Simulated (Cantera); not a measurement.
SiF4 + O3 + H2 (silicon oxide and oxynitride deposition)

Input: 1 mol SiF4, 0.89 mol O3, 29 mol H2, equilibrated at 0.00220 bar.

Method: chemical equilibrium by Gibbs-energy minimisation in Cantera with the NASA 1993 tables (ideal gas, pure condensed phases). Candidate condensed phases: H2O, Si, SiO2; 38 gas species. The tables hold silica as quartz up to 1696 K and as liquid above; real silica turns to tridymite and cristobalite and melts near 1996 K. Kinetics and transport are ignored.

From 1625 K to 1675 K the condensed part is SiO2(β-quartz). From 1700 K to 1825 K the condensed part is SiO2(condensed). From 1850 K to 1875 K nothing is condensed. The main Si-bearing gas is SiO throughout.

```csv
T (K),x H2,x HF,x H2O,x SiO,x H,n SiO2(β-quartz),n SiO2(condensed)
1625,0.847,0.129,0.0225,0.000818,0.00138,0.973,0
1650,0.845,0.129,0.0231,0.00145,0.00178,0.954,0
1675,0.843,0.128,0.0241,0.00249,0.00227,0.921,0
1700,0.839,0.128,0.0257,0.00411,0.00288,0,0.871
1725,0.834,0.128,0.0279,0.00645,0.00362,0,0.798
1750,0.827,0.127,0.0311,0.00971,0.00451,0,0.695
1775,0.818,0.127,0.0353,0.0141,0.00558,0,0.556
1800,0.807,0.126,0.0408,0.0197,0.00686,0,0.374
1825,0.792,0.125,0.0477,0.0268,0.00836,0,0.143
1850,0.782,0.124,0.0519,0.0311,0.0102,0,0
1875,0.781,0.124,0.0518,0.0310,0.0123,0,0
```
x: gas mole fraction; n: condensed amount in mol.
